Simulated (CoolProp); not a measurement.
Vapour-liquid equilibrium of R113 (1) + ethanol (2) at 0.642 MPa; x and y are mole fractions of (1).

The numbers come from the multi-fluid Helmholtz-energy mixture model, Marx 1992 and Schroeder 2014; pair parameters Bell 2016 in CoolProp.

Problem. Give the bubble temperature and the first vapour's composition at x = 0.05, 0.85, 0.95. Is there an azeotrope?

Solution. x = 0.05: 124.9 °C, y = 0.244; x = 0.85: 109.5 °C, y = 0.760; x = 0.95: 113.5 °C, y = 0.891. y crosses x between x = 0.55 and 0.65: the model has an azeotrope there.

The pair parameters rest on a limited set of measurements; away from them the model extrapolates. With so large a gap from Raoult's law the liquid may split in two, which this calculation doesn't test in full.
